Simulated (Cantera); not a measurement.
## Transport properties of process gases

Gas mixture: 100 % N2, at 0.00464 atm, frozen composition.

Cantera's kinetic-theory transport with the Lennard-Jones parameters of GRI-Mech 3.0, ideal gas; thermal conductivity in the mixture-averaged form.

```tsv
T (K)	ρ (kg/m³)	cp (J/kg/K)	μ (µPa s)	λ (mW/m/K)	Pr	D (cm²/s) H2O	D (cm²/s) NO	D (cm²/s) CH4
400	0.00396	1047	22.3	32.8	0.713	85.4	73.0	80.5
600	0.00264	1074	29.6	45.2	0.704	181	146	162
800	0.00198	1121	35.8	57.1	0.703	304	237	264
1000	0.00158	1169	41.5	68.6	0.708	449	344	383
1200	0.00132	1203	46.7	79.5	0.707	615	465	520
1400	0.00113	1231	51.6	90.0	0.706	801	601	672
1600	0.000990	1253	56.3	100	0.705	1000	750	839
1800	0.000880	1271	60.8	110	0.705	1220	912	1020
2000	0.000792	1285	65.0	119	0.704	1460	1090	1210
```
D: mixture-averaged diffusion coefficient of that species in the mixture.
